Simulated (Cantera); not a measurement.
A closed system holds: 1 mol SiH4, 3.1 mol N2, 3.1 mol H2, at 0.0150 bar.

Equilibrium computed with Cantera from the NASA thermochemical tables; the gas is ideal and each condensed phase is pure. Candidate condensed phases: Si, Si3N4; 18 gas species. N2 is the only nitrogen source here; it is nearly inert below about 1500 K, so the nitride shown seldom forms there in practice. Gases not in the tables: Si2H6 and higher silanes. Rates play no part.

Task: Which condensed phases are stable at each of these points (T (K)): 850, 1050, 1250, 1450, 1650, 1850, 2050?

Result: 
| T (K) | condensed phases | Si condensed (%) |
|---|---|---|
| 850 | Si3N4(s) | 100.0 |
| 1050 | Si3N4(s) | 100.0 |
| 1250 | Si3N4(s) | 100.0 |
| 1450 | Si3N4(s) | 100.0 |
| 1650 | Si3N4(s) | 100.0 |
| 1850 | Si(l) | 99.5 |
| 2050 | Si(l) | 95.0 |

From 850 K to 1650 K the condensed part is Si3N4(s). From 1850 K to 2050 K the condensed part is Si(l).
